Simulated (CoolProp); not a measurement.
Vapour-liquid equilibrium of m-xylene (1) + n-nonane (2) at 353.1 K; x and y are mole fractions of (1).

Values from CoolProp's multi-fluid Helmholtz-energy mixture model, Zhou 2012 and Lemmon 2006; pair parameters Bell 2016.

| x | bubble pressure (kPa) | y at the bubble point | dew pressure at overall composition x (kPa) | liquid density (mol/L) |
|---|---|---|---|---|
| 0.05 | 10.29 | [?] | 9.965 | 5.310 |
| 0.15 | 11.33 | 0.267 | 10.57 | 5.489 |
| 0.25 | 12.20 | 0.390 | 11.22 | 5.680 |
| 0.35 | 12.92 | 0.488 | [?] | 5.885 |
| 0.45 | 13.51 | 0.572 | 12.64 | 6.104 |
| 0.55 | [?] | 0.648 | 13.36 | [?] |
| 0.65 | 14.40 | 0.719 | [?] | 6.591 |
| 0.75 | 14.71 | 0.791 | 14.54 | 6.863 |
| 0.85 | 14.94 | [?] | 14.90 | 7.157 |
| 0.95 | 15.06 | 0.952 | 15.06 | 7.474 |

Task: Complete the blanks.

Result: 
- 0.05, y at the bubble point: 0.104
- 0.35, dew pressure at overall composition x (kPa): 11.92
- 0.55, bubble pressure (kPa): 14.00
- 0.55, liquid density (mol/L): 6.339
- 0.65, dew pressure at overall composition x (kPa): 14.02
- 0.85, y at the bubble point: 0.867

No azeotrope shows between x = 0.05 and 0.95.

The pair parameters rest on a limited set of measurements; away from them the model extrapolates.
